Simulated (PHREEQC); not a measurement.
Dissolve 18 mmol/kgw LiOH and 120 mmol/kgw (CH3)4NCl at 25 °C. Closed to the air; pH follows from the charge balance.

The numbers come from PHREEQC with the ion-association model, phreeqc.dat.

Precipitation was switched off in this run.

**Question.** What pH does the model give?

**Answer.** pH 12.12.

Complexes and solids missing from the database can't appear. (CH3)4N+ isn't in the database: it is added as a free cation with an ion size of 4 Å.
